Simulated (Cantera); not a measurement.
Input: 1 mol Si₃N₄, 0.81 mol C, 0.018 mol H₂, held at 2898 K and 0.00200 bar.

Equilibrium computed with Cantera from the NASA thermochemical tables; the gas is ideal and each condensed phase is pure. Candidate condensed phases: C, C₆H₆, C₇H₈, C₈H₁₈, Si, SiC, Si₃N₄; 105 gas species. The tables' values for SiN are old estimates; treat these amounts as uncertain. Equilibrium is a limit: real reactors are often held back by kinetics, nucleation or transport.

Base state: Si 0.518, N₂ 0.387, SiC₂ 0.0641, CN 0.0105, H 0.00690, C 0.00393, C₃ 0.00385, Si₂C 0.00235 (mole fractions); condensed: gas only.

Task: What changes in the equilibrium state with this change: H₂ from 0.018 to 0.061 mol?

Result: 
| species | before | after |
|---|---|---|
| Si | 0.518 | 0.510 |
| N₂ | 0.387 | 0.380 |
| SiC₂ | 0.0641 | 0.0627 |
| H | 0.00690 | 0.0229 |
| CN | 0.0105 | 0.0104 |
| H₂ | 7.30e-6 | 8.04e-5 |
| C₂H | 8.38e-6 | 2.77e-5 |
| HCN | 0.000119 | 0.000390 |
